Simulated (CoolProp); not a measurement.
Vapour-liquid equilibrium of CH2F2 (R32) (1) + R1234ze(E) (2) at 217.1 K; x and y are mole fractions of (1).

Model: multi-fluid Helmholtz-energy mixture model, Tillner-Roth 1997 and Thol 2016; pair parameters Bell 2023, in CoolProp.

| x | bubble pressure (MPa) | y at the bubble point | dew pressure at overall composition x (MPa) | liquid density (mol/L) |
|---|---|---|---|---|
| 0.05 | 0.01938 | (withheld) | 0.01510 | 12.50 |
| 0.2 | 0.03253 | 0.636 | 0.01752 | (withheld) |
| 0.35 | 0.04342 | 0.769 | 0.02087 | 14.67 |
| 0.5 | 0.05263 | 0.844 | 0.02574 | (withheld) |
| 0.65 | 0.06091 | 0.897 | 0.03344 | 17.76 |
| 0.8 | 0.06904 | 0.943 | 0.04686 | 19.85 |
| 0.95 | 0.07758 | 0.986 | 0.07042 | (withheld) |

Question: Some entries are withheld; supply them.

Answer: 
- 0.05, y at the bubble point: 0.290
- 0.2, liquid density (mol/L): 13.50
- 0.5, liquid density (mol/L): 16.07
- 0.95, liquid density (mol/L): 22.50

No azeotrope shows between x = 0.05 and 0.95.

Pair parameters are fitted to limited data, so mixtures are less certain than the pure fluids.
